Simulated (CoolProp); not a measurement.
Computed with CoolProp (reference Helmholtz-energy equation of state, Schmidt 1985).

Give the vapour pressure (MPa), vapour density (kg/m³), enthalpy of vaporisation (kJ/kg) of saturated oxygen at -138.45, -128.85, -122.55 °C.


```
T (°C)   p (MPa)  vapour density (kg/m³)  enthalpy of vaporisation (kJ/kg)
-------  -------  ----------------------  --------------------------------
-138.45     2.19                    87.8                               141
-128.85     3.35                     149                               109
-122.55     4.32                     225                              75.0
```
